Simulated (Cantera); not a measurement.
# Hydrocarbon pyrolysis for carbon deposition

A perfectly stirred reactor is fed with 20.0 % C2H6, 80.0 % H2, at 1.00 atm; it is held at 1625 K, and followed from long to short residence time.

Computed with Cantera and GRI-Mech 3.0 (53 species, 325 reactions). GRI-Mech 3.0 stops at C3 and has no aromatics, soot or wall deposition, so with more carbon than oxygen in the feed, carbon stays in small species such as C2H2 where larger ones or solid carbon would form.

```
τ (s)      x C2H6   x H2   x CH4    x CH2   x C2H4
-------  --------  -----  ------  -------  -------
13        2.64e-5  0.816  0.0625  7.48e-9  0.00834
2.5       3.29e-5  0.813  0.0660  8.16e-9  0.00829
0.48      6.44e-5  0.806  0.0771  1.10e-8  0.00820
0.093    0.000192  0.797  0.0907  2.02e-8  0.00874
0.018    0.000629  0.795  0.0939  4.80e-8   0.0117
0.0035    0.00208  0.791  0.0964  1.26e-7   0.0200
0.00069   0.00714  0.781   0.105  3.27e-7   0.0387
0.00013    0.0260  0.771   0.106  8.20e-7   0.0626
```
x: mole fraction; the columns are a selection and need not sum to one.
